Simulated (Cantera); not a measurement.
Cantera run, input and output.

```python
import numpy as np
import cantera as ct

gas = ct.Solution("gri30.yaml")
gas.TPX = 773, 100000, {'CH4': 1, 'C2H6': 0.031, 'O2': 2.48, 'N2': 9.33}
inlet = ct.Reservoir(gas, clone=True)
gas.equilibrate("HP")  # start burning
reactor = ct.IdealGasConstPressureReactor(gas, energy="on", clone=False)
exhaust = ct.Reservoir(gas, clone=True)
tau = [0.32, 0.13, 0.049, 0.019, 0.0076, 0.003, 0.0012, 0.00046, 0.00018, 7e-05, 2.7e-05][0]
for a, b in ((inlet, reactor), (reactor, exhaust)):
    ct.MassFlowController(a, b, mdot=lambda t: reactor.mass / tau)
net = ct.ReactorNet([reactor])
show = ['CH4', 'C2H6', 'O2', 'H2O2', 'CO2']

rows = []
print(f"{'tau/s':>10s}{'T/K':>9s}" + "".join(f"{s:>11s}" for s in show))
for tau in [0.32, 0.13, 0.049, 0.019, 0.0076, 0.003, 0.0012, 0.00046, 0.00018, 7e-05, 2.7e-05]:
    net.initial_time = 0.0
    net.advance(30 * tau)
    before = gas.X
    net.advance(40 * tau)
    drift = np.max(np.abs(gas.X - before) / (gas.X + 1e-9))
    rows.append([gas.T, *gas[show].X, drift])
    print(f"{tau:10.3e}{gas.T:9.1f}" + "".join(f"{x:11.3e}" for x in gas[show].X))
```

It prints:

```
     tau/s      T/K        CH4       C2H6         O2       H2O2        CO2
 3.200e-01   2348.8  4.377e-07  1.719e-09  2.880e-02  1.315e-07  7.485e-02
 1.300e-01   2348.4  1.052e-06  4.189e-09  2.928e-02  1.323e-07  7.469e-02
 4.900e-02   2345.7  2.652e-06  1.093e-08  3.011e-02  1.329e-07  7.427e-02
 1.900e-02   2336.2  6.246e-06  2.763e-08  3.116e-02  1.322e-07  7.332e-02
 7.600e-03   2313.2  1.346e-05  6.716e-08  3.246e-02  1.319e-07  7.142e-02
 3.000e-03   2269.6  2.758e-05  1.619e-07  3.429e-02  1.400e-07  6.816e-02
 1.200e-03   2206.4  5.520e-05  3.751e-07  3.666e-02  1.656e-07  6.386e-02
 4.600e-04   2125.5  1.195e-04  8.962e-07  3.964e-02  2.152e-07  5.874e-02
 1.800e-04   2039.1  2.789e-04  2.191e-06  4.340e-02  2.887e-07  5.293e-02
 7.000e-05   1947.3  7.745e-04  6.199e-06  4.971e-02  3.966e-07  4.426e-02
 2.700e-05    773.0  7.788e-02  2.414e-03  1.931e-01  2.637e-18  1.015e-15
```

Model: GRI-Mech 3.0 (53 species, 325 reactions), integrated in Cantera.
